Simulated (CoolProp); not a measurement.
Vapour-liquid equilibrium of benzene (1) + p-xylene (2) at 0.234 MPa; x and y are mole fractions of (1).

The numbers come from the multi-fluid Helmholtz-energy mixture model, Thol 2012 and Zhou 2012; pair parameters Bell 2016 in CoolProp.

**Question.** Give the bubble temperature and the first vapour's composition at x = 0.35, 0.65, 0.8. Is there an azeotrope?

**Answer.** x = 0.35: 414.4 K, y = 0.681; x = 0.65: 397.0 K, y = 0.892; x = 0.8: 390.4 K, y = 0.948. No azeotrope shows between x = 0.05 and 0.95.

The pair parameters rest on a limited set of measurements; away from them the model extrapolates.
